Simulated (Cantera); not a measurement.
Input (Python, Cantera) and output of one run.

```python
import numpy as np
import cantera as ct

gas_names = """
    CL CLO CL2 H HCL HOCL HO2 H2 H2O H2O2 O OH O2 O3 Ti TiCL TiCL2 TiCL3 TiCL4 TiO TiOCL TiOCL2 TiO2
""".split()
cond_names = """
    H2O(s) H2O(L) Ti(a) Ti(b) Ti(L) TiCL2(s) TiCL3(s) TiCL4(L) TiO(a) TiO(b) TiO(L) TiO2(ru) TiO2(L)
    Ti2O3(a) Ti2O3(b) Ti2O3(L) Ti3O5(a) Ti3O5(b) Ti3O5(L) Ti4O7(s) Ti4O7(L)
""".split()


# ... load() reads the species with a 1 bar reference pressure and builds the phases ...
atoms = {
    'TiCl4': {'Ti': 1, 'CL': 4},
    'H2O': {'H': 2, 'O': 1},
    'H2': {'H': 2},
}
top_T = {'TiCL2(s)': 1300, 'TiCL3(s)': 1000}  # K; cautious upper limits of use, not melting points


# ... equilibrate(T, P, feed) seeds the gas with the atoms and calls Mixture.equilibrate('TP', solver="vcs", rtol=1e-11, max_steps=5000) ...
results = []
P = 4300  # Pa
for T in [1250, 1325, 1400, 1475, 1550, 1625, 1700, 1775, 1850, 1925, 2000, 2075, 2150]:
    for m in [2.6, 3.2, 3.9, 4.9, 6, 7.4, 9.2, 11, 14, 17]:
        feed = {'TiCl4': 1, 'H2O': m, 'H2': 3.8}  # mol
        mix = equilibrate(T, P, feed)
        results.append((T, P, feed, dict(zip(mix.species_names, mix.species_moles))))

for T, P, feed, n in results:
    print(f"{T:7g} {feed['H2O']:10.4g}  " + (" + ".join(c for c in cond_names if n.get(c, 0) > 1e-12) or "gas only"))
```

It prints:

```
   1250        2.6  TiO2(ru)
   1250        3.2  TiO2(ru)
   1250        3.9  TiO2(ru)
   1250        4.9  TiO2(ru)
   1250          6  TiO2(ru)
   1250        7.4  TiO2(ru)
   1250        9.2  TiO2(ru)
   1250         11  TiO2(ru)
   1250         14  TiO2(ru)
   1250         17  TiO2(ru)
   1325        2.6  TiO2(ru)
   1325        3.2  TiO2(ru)
   1325        3.9  TiO2(ru)
   1325        4.9  TiO2(ru)
   1325          6  TiO2(ru)
   1325        7.4  TiO2(ru)
   1325        9.2  TiO2(ru)
   1325         11  TiO2(ru)
   1325         14  TiO2(ru)
   1325         17  TiO2(ru)
   1400        2.6  TiO2(ru)
   1400        3.2  TiO2(ru)
   1400        3.9  TiO2(ru)
   1400        4.9  TiO2(ru)
   1400          6  TiO2(ru)
   1400        7.4  TiO2(ru)
   1400        9.2  TiO2(ru)
   1400         11  TiO2(ru)
   1400         14  TiO2(ru)
   1400         17  TiO2(ru)
   1475        2.6  TiO2(ru)
   1475        3.2  TiO2(ru)
   1475        3.9  TiO2(ru)
   1475        4.9  TiO2(ru)
   1475          6  TiO2(ru)
   1475        7.4  TiO2(ru)
   1475        9.2  TiO2(ru)
   1475         11  TiO2(ru)
   1475         14  TiO2(ru)
   1475         17  TiO2(ru)
   1550        2.6  TiO2(ru)
   1550        3.2  TiO2(ru)
   1550        3.9  TiO2(ru)
   1550        4.9  TiO2(ru)
   1550          6  TiO2(ru)
   1550        7.4  TiO2(ru)
   1550        9.2  TiO2(ru)
   1550         11  TiO2(ru)
   1550         14  TiO2(ru)
   1550         17  TiO2(ru)
   1625        2.6  TiO2(ru)
   1625        3.2  TiO2(ru)
   1625        3.9  TiO2(ru)
   1625        4.9  TiO2(ru)
   1625          6  TiO2(ru)
   1625        7.4  TiO2(ru)
   1625        9.2  TiO2(ru)
   1625         11  TiO2(ru)
   1625         14  TiO2(ru)
   1625         17  TiO2(ru)
   1700        2.6  TiO2(ru)
   1700        3.2  TiO2(ru)
   1700        3.9  TiO2(ru)
   1700        4.9  TiO2(ru)
   1700          6  TiO2(ru)
   1700        7.4  TiO2(ru)
   1700        9.2  TiO2(ru)
   1700         11  TiO2(ru)
   1700         14  TiO2(ru)
   1700         17  TiO2(ru)
   1775        2.6  TiO2(ru)
   1775        3.2  TiO2(ru)
   1775        3.9  TiO2(ru)
   1775        4.9  TiO2(ru)
   1775          6  TiO2(ru)
   1775        7.4  TiO2(ru)
   1775        9.2  TiO2(ru)
   1775         11  TiO2(ru)
   1775         14  TiO2(ru)
   1775         17  TiO2(ru)
   1850        2.6  TiO2(ru)
   1850        3.2  TiO2(ru)
   1850        3.9  TiO2(ru)
   1850        4.9  TiO2(ru)
   1850          6  TiO2(ru)
   1850        7.4  TiO2(ru)
   1850        9.2  TiO2(ru)
   1850         11  TiO2(ru)
   1850         14  TiO2(ru)
   1850         17  TiO2(ru)
   1925        2.6  TiO2(ru) + Ti4O7(s)
   1925        3.2  TiO2(ru)
   1925        3.9  TiO2(ru)
   1925        4.9  TiO2(ru)
   1925          6  TiO2(ru)
   1925        7.4  TiO2(ru)
   1925        9.2  TiO2(ru)
   1925         11  TiO2(ru)
   1925         14  TiO2(ru)
   1925         17  TiO2(ru)
   2000        2.6  Ti4O7(L)
   2000        3.2  TiO2(ru) + Ti4O7(L)
   2000        3.9  TiO2(ru)
   2000        4.9  TiO2(ru)
   2000          6  TiO2(ru)
   2000        7.4  TiO2(ru)
   2000        9.2  TiO2(ru)
   2000         11  TiO2(ru)
   2000         14  TiO2(ru)
   2000         17  TiO2(ru)
   2075        2.6  Ti4O7(L)
   2075        3.2  Ti4O7(L)
   2075        3.9  Ti4O7(L)
   2075        4.9  TiO2(ru) + Ti4O7(L)
   2075          6  TiO2(ru)
   2075        7.4  TiO2(ru)
   2075        9.2  TiO2(ru)
   2075         11  TiO2(ru)
   2075         14  TiO2(ru)
   2075         17  TiO2(ru)
   2150        2.6  Ti4O7(L)
   2150        3.2  Ti4O7(L)
   2150        3.9  Ti4O7(L)
   2150        4.9  Ti4O7(L)
   2150          6  Ti4O7(L)
   2150        7.4  Ti4O7(L)
   2150        9.2  TiO2(L)
   2150         11  TiO2(L)
   2150         14  TiO2(L)
   2150         17  TiO2(L)
```

Equilibrium computed with Cantera from the NASA thermochemical tables; the gas is ideal and each condensed phase is pure. Mutual solubility and eutectic melting of coexisting phases are not modelled. The tables' values for TiCl2 are old estimates. Condensed phases not in the tables: Magnéli phases beyond Ti4O7.
